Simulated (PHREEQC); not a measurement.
Make-up at 25 °C: 0.2 mol FeCl3, 4.9e-05 mol CO2 and 0.62 mol NaCl per kg of water. Closed to the air; pH follows from the charge balance.

All values are PHREEQC results (ion-association model, phreeqc.dat), not measurements.

This is a speciation only: nothing precipitates in the calculation.

**Question.** Order these Cl species by the share of Cl that they hold, largest first: FeCl2+, Cl-, FeCl3, FeCl+2.

**Answer.** Cl- (79 %), FeCl2+ (12 %), FeCl+2 (8.6 %), FeCl3 (0.49 %)

**Question.** Order these Fe species by the share of Fe that they hold, largest first: FeCl3, FeCl+2, Fe+3, FeOH+2, FeCl2+.

**Answer.** FeCl+2 (53 %), FeCl2+ (35 %), Fe+3 (7.3 %), FeOH+2 (3.1 %), FeCl3 (1.0 %)

The pH is 2.22 and the ionic strength 1.13 mol/kgw. The solution is supersaturated, for example in Hematite (slow to form), Goethite (slow to form), so a real one may precipitate; this is no full list. Caution: at this ionic strength the ion-association model is outside its range; a Pitzer model would be the better tool where its parameters exist. Species that the database lacks are ignored.
